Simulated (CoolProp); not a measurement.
The fluid at 296 K and 1.79 MPa (liquid) is heated at constant pressure to 395.9 K. The same conditions are run with several fluids, on thermodynamics alone (safety and materials aside).

The numbers come from the reference Helmholtz-energy equation of state of each fluid (p-xylene: Zhou 2012; R141b: Lemmon 2006; R11: Jacobsen 1992; ethylbenzene: Zhou 2012; n-perfluorohexane: Gao 2022) in CoolProp.

Question: Rank p-xylene, R141b, R11, ethylbenzene, n-perfluorohexane by heat (kJ/kg), highest first.

Answer: ethylbenzene (191), p-xylene (187), R141b (123), n-perfluorohexane (112), R11 (94.1)

```csv
fluid,final density (kg/m³)
p-xylene,771
R141b,1020
R11,1210
ethylbenzene,776
n-perfluorohexane,1350
```
